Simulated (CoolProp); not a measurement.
A closed Brayton cycle with carbon dioxide: compressor inlet 314.15 K and 9.2 MPa, high pressure 26.2 MPa, turbine inlet 635 K, compressor efficiency 0.85, turbine efficiency 0.9, recuperator effectiveness 0 (on enthalpy, no pinch check). Each further row changes one setting.

The numbers come from the reference Helmholtz-energy equation of state, Span 1996 in CoolProp.

```json
[
 {"case": "as stated", "thermal efficiency (%)": "15.7", "net work (kJ/kg)": "65.3", "compressor to turbine work": "0.34", "compressor exit (K)": "362.8", "turbine exit (K)": "526.1"},
 {"case": "turbine inlet 585 K", "thermal efficiency (%)": "15.4", "net work (kJ/kg)": "54.4", "compressor to turbine work": "0.38", "compressor exit (K)": "362.8", "turbine exit (K)": "480.2"},
 {"case": "compressor inlet 324.15 K", "thermal efficiency (%)": "15.0", "net work (kJ/kg)": "50.0", "compressor to turbine work": "0.49", "compressor exit (K)": "402.6", "turbine exit (K)": "526.1"},
 {"case": "high pressure 22.3 MPa", "thermal efficiency (%)": "13.7", "net work (kJ/kg)": "58.8", "compressor to turbine work": "0.31", "compressor exit (K)": "354.8", "turbine exit (K)": "542.5"},
 {"case": "recuperator effectiveness 0.5", "thermal efficiency (%)": "20.6", "net work (kJ/kg)": "65.3", "compressor to turbine work": "0.34", "compressor exit (K)": "362.8", "turbine exit (K)": "526.1"}
]
```
